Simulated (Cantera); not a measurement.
# Pyrogenic steam for wet oxidation

An isothermal, constant-pressure homogeneous reactor starts with 10.9 % H2, 19.4 % O2, 69.8 % N2, equivalence ratio 0.28, at 1300 K and 0.681 atm.

Cantera simulation using the H2/O2 subset of GRI-Mech 3.0, which has no nitrogen chemistry; the numbers are that mechanism's predictions, not measurements. The temperature is held fixed by assumption; the heat of reaction is taken as removed at once.

| t (s) | x H2 | x O2 | x O | x H2O | x H | x OH | x HO2 |
|---|---|---|---|---|---|---|---|
| 0.000900 | 2.76e-5 | 0.147 | 4.17e-5 | 0.115 | 2.48e-6 | 0.000254 | 3.20e-6 |
| 0.00200 | 5.91e-6 | 0.147 | 1.11e-5 | 0.115 | 3.34e-7 | 0.000133 | 9.27e-7 |
| 0.00446 | 1.58e-6 | 0.148 | 3.60e-6 | 0.115 | 6.06e-8 | 7.56e-5 | 3.11e-7 |
| 0.00993 | 5.21e-7 | 0.148 | 1.34e-6 | 0.115 | 1.36e-8 | 4.60e-5 | 1.20e-7 |
| 0.0221 | 1.99e-7 | 0.148 | 5.43e-7 | 0.115 | 3.52e-9 | 2.92e-5 | 5.51e-8 |
| 0.0492 | 8.58e-8 | 0.148 | 2.40e-7 | 0.115 | 1.05e-9 | 1.94e-5 | 3.34e-8 |
| 0.110 | 4.49e-8 | 0.148 | 1.24e-7 | 0.115 | 4.08e-10 | 1.39e-5 | 2.81e-8 |
| 0.244 | 3.30e-8 | 0.148 | 8.73e-8 | 0.115 | 2.56e-10 | 1.17e-5 | 2.80e-8 |
| 0.544 | 3.14e-8 | 0.148 | 8.24e-8 | 0.115 | 2.38e-10 | 1.13e-5 | 2.81e-8 |
| 1.21 | 3.14e-8 | 0.148 | 8.23e-8 | 0.115 | 2.38e-10 | 1.13e-5 | 2.81e-8 |
| 2.69 | 3.14e-8 | 0.148 | 8.23e-8 | 0.115 | 2.38e-10 | 1.13e-5 | 2.81e-8 |
| 6.00 | 3.14e-8 | 0.148 | 8.23e-8 | 0.115 | 2.38e-10 | 1.13e-5 | 2.81e-8 |
x: mole fraction; the columns are a selection and need not sum to one.

Equilibrium at this temperature and pressure: H2 3.14e-8, O2 0.148, O 8.23e-8, H2O 0.115, H 2.38e-10, OH 1.13e-5, HO2 2.81e-8 (gas phase only).
